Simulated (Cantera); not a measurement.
A freely propagating, adiabatic, planar premixed flame of CH₄ : O₂ : N₂ = 1 : 1.43 : 5.14 (molar parts), unburnt at 525 K and 120 Torr; mixture-averaged transport, grid criteria slope 0.08 and curve 0.16, no radiation.

Model: GRI-Mech 3.0 (53 species, 325 reactions), integrated in Cantera. Burning velocities carry a grid error of a few per cent, more on coarse grids.

Problem. What does this change do: inlet temperature 525 to 375 K?

Solution. 
| quantity | before | after |
|---|---|---|
| laminar burning velocity | 97.4 cm/s | 51.7 cm/s |
| thermal thickness | 2.15 mm | 2.57 mm |
| peak x(CH₃) | 0.00591 | 0.00487 |
| peak x(O) | 0.000691 | 0.000446 |
| peak x(C₂H₆) | 0.00210 | 0.00203 |
| peak x(H₂O₂) | 3.78e-6 | 4.84e-6 |

Problem. What does this change do: O2 1.43 to 1.8 parts?

Solution. 
```csv
quantity,before,after
laminar burning velocity,97.4 cm/s,190 cm/s
thermal thickness,2.15 mm,1.38 mm
peak x(CH₃),0.00591,0.00644
peak x(O),0.000691,0.00726
peak x(C₂H₆),0.00210,0.00154
peak x(H₂O₂),3.78e-6,3.71e-6
```
